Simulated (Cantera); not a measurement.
**SrCl2 + H2 (halide evaporation, hydrolysis and transport)**

Input: 1 mol SrCl2, 3.2 mol H2, at 750 Torr.

Equilibrium computed with Cantera from the NASA thermochemical tables; the gas is ideal and each condensed phase is pure. Candidate condensed phases: Sr, SrCl2; 8 gas species. Kinetics and transport are ignored.

```csv
T (°C),x H2,x SrCl2,x HCl,x SrCl,n SrCl2(s),n SrCl2(l)
625,1.00,2.03e-11,2.04e-11,<1e-12,1.00,0
775,1.00,1.24e-8,3.14e-9,4.38e-10,1.00,0
925,1.000,1.17e-6,1.30e-7,3.79e-8,0,1.000
1075,1.000,3.24e-5,2.27e-6,1.02e-6,0,1.000
1225,1.000,0.000434,2.24e-5,1.31e-5,0,0.999
1375,0.996,0.00344,0.000146,0.000101,0,0.989
1525,0.980,0.0185,0.000690,0.000528,0,0.938
```
x: gas mole fraction; n: condensed amount in mol.

From 625 °C to 775 °C the condensed part is SrCl2(s). From 925 °C to 1525 °C the condensed part is SrCl2(l).
